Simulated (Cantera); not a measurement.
## Silicon carbide growth: (CH₃)₂SiCl₂ + CH₄ + H₂ + C₂H₄

Charge: 1 mol (CH₃)₂SiCl₂, 0.031 mol CH₄, 270 mol H₂, 0.012 mol C₂H₄, at 345 Torr.

These are equilibrium values from Cantera (NASA tables, ideal gas, pure condensed phases), not measurements of a reactor. Candidate condensed phases: C, C₆H₆, C₇H₈, C₈H₁₈, Si, SiC; 109 gas species. The feed counts by its element totals alone. The tables' values for SiCl are old estimates; treat these amounts as uncertain. Gases not in the tables: Si₂H₆ and higher silanes. The numbers say what is thermodynamically allowed, not how fast it happens.

From 1323 K to 2123 K the condensed part is C(graphite) + SiC(s). At 2323 K the condensed part is SiC(s). At 2523 K nothing is condensed. The main Si-bearing gas is SiCl₂ at 1323 K and Si at 2523 K.

```
T (K)   x H₂       x H    x HCl  x C₂H₂ (acetylene)  n C(graphite)  n SiC(s)
-----  -----  --------  -------  ------------------  -------------  --------
1323   0.990   2.33e-6  0.00732             8.17e-7          0.217     1.000
1523   0.992   3.39e-5  0.00730             1.17e-5          0.763     1.000
1723   0.992  0.000268  0.00729             8.98e-5          0.880     0.999
1923   0.991   0.00138  0.00727            0.000447          0.745     0.997
2123   0.986   0.00525  0.00723             0.00163          0.132     0.979
2323   0.974    0.0158  0.00709             0.00228              0     0.733
2523   0.946    0.0399  0.00685             0.00334              0         0
```
x: gas mole fraction; n: condensed amount in mol.
